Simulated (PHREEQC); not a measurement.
Dissolve 0.062 mol/kgw KOH, 0.014 mol/kgw H3BO3 and 0.0098 mol/kgw (CH3)4NCl at 25 °C. Closed to the air; pH follows from the charge balance.

Computed with PHREEQC (ion-association model, phreeqc.dat).

```
Property                   Value
----------------  --------------
pH                         12.57
ionic strength    0.0718 mol/kgw
total alkalinity     62.0 meq/kg
```

```
species   molality  activity   log γ
--------  --------  --------  ------
K+          0.0620    0.0489  -0.103
OH-         0.0480    0.0377  -0.104
H2BO3-      0.0140    0.0112  -0.097
Cl-        0.00980   0.00774  -0.102
(CH3)4N+   0.00980   0.00777  -0.101
H3BO3      5.12e-6   5.21e-6   0.007
```

Precipitation was switched off in this run. Complexes and solids missing from the database can't appear. (CH3)4N+ isn't in the database: it is added as a free cation with an ion size of 4 Å.
